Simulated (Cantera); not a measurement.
An isothermal, constant-pressure homogeneous reactor starts with C2H6 : N2 = 1 : 7.6 (molar parts), at 1773 K and 0.0610 bar.

Cantera simulation using GRI-Mech 3.0 (53 species, 325 reactions); the numbers are that mechanism's predictions, not measurements. GRI-Mech 3.0 stops at C3 and has no aromatics, soot or wall deposition, so with more carbon than oxygen in the feed, carbon stays in small species such as C2H2 where larger ones or solid carbon would form.

One state of this run: x C2H6 = 5.08e-10; x C2H4 = 3.04e-5; x H = 0.000503; x C2H2 = 0.0942; x C2H = 1.96e-6. x: mole fraction; the columns are a selection and need not sum to one.

Task: Which value of t (s) does it belong to?
(A) 90.0
(B) 1.00e-5
(C) 0.222
(D) 7.40e-5

Result: A, 90.0
